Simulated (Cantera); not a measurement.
A perfectly stirred reactor is fed with H2 : O2 : N2 = 1 : 0.625 : 2.35 (molar parts), at 750 Torr; it is adiabatic with a 748 K inlet, and is followed from long to short residence time, starting on the burning branch (τ in s: 0.08, 0.035, 0.016, 0.0068, 0.003, 0.0013, 0.00058, 0.00026, 0.00011, 5e-05, 2.2e-05, 9.6e-06).

Cantera simulation using the H2/O2 subset of GRI-Mech 3.0, which has no nitrogen chemistry; the numbers are that mechanism's predictions, not measurements.

Problem. What does this change do: N2 2.35 to 1.8 parts?

Solution. 
```csv
quantity,before,after
"blow-out, bracketed by the residence times tried","burning at 9.60 µs, the shortest tried","burning at 9.60 µs, the shortest tried"
x(H2) at τ = 80.0 ms,0.00709,0.0148
x(O2) at τ = 80.0 ms,0.0352,0.0421
x(H2O2) at τ = 80.0 ms,3.21e-7,5.49e-7
x(OH) at τ = 80.0 ms,0.0133,0.0234
x(H2O) at τ = 80.0 ms,0.270,0.306
x(H2) at τ = 0.580 ms,0.0201,0.0247
x(O2) at τ = 0.580 ms,0.0392,0.0453
x(H2O2) at τ = 0.580 ms,3.29e-7,3.78e-7
x(OH) at τ = 0.580 ms,0.0194,0.0275
x(H2O) at τ = 0.580 ms,0.245,0.286
```

Problem. What does this change do: pressure from 750 Torr to 3750 Torr?

Solution. 
```tsv
quantity	before	after
blow-out, bracketed by the residence times tried	burning at 9.60 µs, the shortest tried	burning at 9.60 µs, the shortest tried
x(H2) at τ = 80.0 ms	0.00709	0.00398
x(O2) at τ = 80.0 ms	0.0352	0.0347
x(H2O2) at τ = 80.0 ms	3.21e-7	8.12e-7
x(OH) at τ = 80.0 ms	0.0133	0.0103
x(H2O) at τ = 80.0 ms	0.270	0.277
x(H2) at τ = 0.580 ms	0.0201	0.00597
x(O2) at τ = 0.580 ms	0.0392	0.0352
x(H2O2) at τ = 0.580 ms	3.29e-7	8.19e-7
x(OH) at τ = 0.580 ms	0.0194	0.0119
x(H2O) at τ = 0.580 ms	0.245	0.273
```
The hydrogen kinetics of GRI-Mech 3.0 are dated; newer H2 mechanisms differ, most at raised pressure.
